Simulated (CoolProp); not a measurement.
R143a along the isobar 1.93 MPa: density (kg/m³) from the reference equation and from simpler models built on Tc = 72.7 °C, pc = 3.762 MPa, ω = 0.261; each cubic takes its own stable root.

Values from CoolProp's reference Helmholtz-energy equation of state, Lemmon and Jacobsen 2000.

```
T (°C)   phase  reference
------  ------  ---------
-53.55  liquid       1188
-47.45  liquid       1172
-41.25  liquid       1155
-35.15  liquid       1138
-28.95  liquid       1121
-22.75  liquid       1103
-16.65  liquid       1085
-10.45  liquid       1065
-4.35   liquid       1046
1.85    liquid       1025
8.05    liquid       1004
14.15   liquid      981.1
20.35   liquid      956.7
26.45   liquid      930.6
32.65   liquid      901.6
```

Problem. How far does each simpler model (Redlich-Kwong, Soave-Redlich-Kwong, Peng-Robinson) lie from the reference over these 15 states: mean and median of the absolute difference, and the worst?

Solution. 
- Redlich-Kwong: mean 19.9 %, median 19.3 %, worst -24.0 % at 32.65 °C and 1.93 MPa
- Soave-Redlich-Kwong: mean 16.3 %, median 15.7 %, worst -19.5 % at 32.65 °C and 1.93 MPa
- Peng-Robinson: mean 5.3 %, median 4.5 %, worst -8.7 % at 32.65 °C and 1.93 MPa
